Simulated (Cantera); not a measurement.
## Hydrocarbon pyrolysis for carbon deposition

An isothermal, constant-pressure homogeneous reactor starts with C₂H₆ : N₂ = 1 : 18 (molar parts), at 1200 K and 0.0263 atm.

Detailed kinetics in Cantera: GRI-Mech 3.0 (53 species, 325 reactions). GRI-Mech 3.0 stops at C3 and has no aromatics, soot or wall deposition, so with more carbon than oxygen in the feed, carbon stays in small species such as C2H2 where larger ones or solid carbon would form. Radical loss at walls, strong at low pressure, is not modelled.

```csv
t (s),x C₂H₆,x HCN,x H₂,x C₂H₄,x H
3.00e-5,0.0526,<1e-12,7.57e-11,1.06e-10,1.26e-10
7.44e-5,0.0526,<1e-12,9.48e-10,1.51e-9,8.02e-10
0.000185,0.0526,<1e-12,1.67e-8,2.20e-8,5.88e-9
0.000458,0.0526,<1e-12,2.85e-7,3.22e-7,3.92e-8
0.00114,0.0526,<1e-12,4.41e-6,4.65e-6,2.36e-7
0.00282,0.0525,1.40e-12,5.95e-5,6.13e-5,1.18e-6
0.00698,0.0519,6.09e-11,0.000535,0.000555,3.28e-6
0.0173,0.0494,2.95e-10,0.00259,0.00272,4.84e-6
0.0430,0.0425,5.89e-10,0.00824,0.00857,5.59e-6
0.107,0.0280,8.60e-10,0.0204,0.0202,6.75e-6
0.264,0.00846,1.10e-9,0.0387,0.0331,8.21e-6
0.655,0.000812,1.19e-9,0.0514,0.0320,4.40e-6
1.63,8.19e-5,1.19e-9,0.0576,0.0265,1.60e-6
4.03,1.20e-5,1.18e-9,0.0619,0.0218,6.65e-7
10.0,4.12e-6,1.18e-9,0.0662,0.0172,4.18e-7
```
x: mole fraction; the columns are a selection and need not sum to one.

Equilibrium at this temperature and pressure: C₂H₆ 2.12e-7, HCN 0.0474, H₂ 0.0878, C₂H₄ 0.000596, H 3.61e-7 (gas phase only).
